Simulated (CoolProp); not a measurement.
Properties of sulfur dioxide along the isobar 328 bar (Tc = 430.6 K, pc = 78.87 bar, ω = 0.256).

Computed with CoolProp (reference Helmholtz-energy equation of state, Gao 2016).

```json
[
 {"T (K)": "286.1", "phase": "liquid", "Z": "0.6076", "cv (kJ/(kg K))": "0.8098", "isothermal compressibility (1/MPa)": "0.0009660"},
 {"T (K)": "310", "phase": "liquid", "Z": "0.5830", "cv (kJ/(kg K))": "[?]", "isothermal compressibility (1/MPa)": "0.001191"},
 {"T (K)": "333.9", "phase": "liquid", "Z": "0.5643", "cv (kJ/(kg K))": "[?]", "isothermal compressibility (1/MPa)": "0.001492"},
 {"T (K)": "357.8", "phase": "liquid", "Z": "0.5510", "cv (kJ/(kg K))": "0.7782", "isothermal compressibility (1/MPa)": "0.001907"},
 {"T (K)": "381.7", "phase": "liquid", "Z": "0.5429", "cv (kJ/(kg K))": "0.7691", "isothermal compressibility (1/MPa)": "0.002493"},
 {"T (K)": "405.6", "phase": "liquid", "Z": "0.5401", "cv (kJ/(kg K))": "[?]", "isothermal compressibility (1/MPa)": "0.003338"},
 {"T (K)": "429.5", "phase": "liquid", "Z": "0.5432", "cv (kJ/(kg K))": "0.7540", "isothermal compressibility (1/MPa)": "0.004573"},
 {"T (K)": "453.3", "phase": "supercritical", "Z": "[?]", "cv (kJ/(kg K))": "0.7480", "isothermal compressibility (1/MPa)": "0.006373"},
 {"T (K)": "477.2", "phase": "supercritical", "Z": "0.5703", "cv (kJ/(kg K))": "0.7427", "isothermal compressibility (1/MPa)": "0.008966"},
 {"T (K)": "501.1", "phase": "supercritical", "Z": "0.5962", "cv (kJ/(kg K))": "0.7377", "isothermal compressibility (1/MPa)": "0.01247"},
 {"T (K)": "525", "phase": "supercritical", "Z": "0.6307", "cv (kJ/(kg K))": "0.7325", "isothermal compressibility (1/MPa)": "0.01666"}
]
```

Problem. Complete the blanks.

Solution. 
- 310, cv (kJ/(kg K)): 0.7984
- 333.9, cv (kJ/(kg K)): 0.7879
- 405.6, cv (kJ/(kg K)): 0.7610
- 453.3, Z: 0.5529
